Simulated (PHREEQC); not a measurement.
Make-up at 25 °C: 0.015 mol/kgw H2SO4, 0.016 mol/kgw CaCl2 and 0.00048 mol/kgw CuCl2. Closed to the air; pH follows from the charge balance.

All values are PHREEQC results (ion-association model, phreeqc.dat), not measurements.

Precipitation was switched off in this run.

Question: Order these Cu species by the share of Cu that they hold, largest first: Cu+2, CuCl+, CuSO4.

Answer: Cu+2 (79 %), CuSO4 (18 %), CuCl+ (3.1 %)

The pH is 1.70 and the ionic strength 0.0705 mol/kgw.
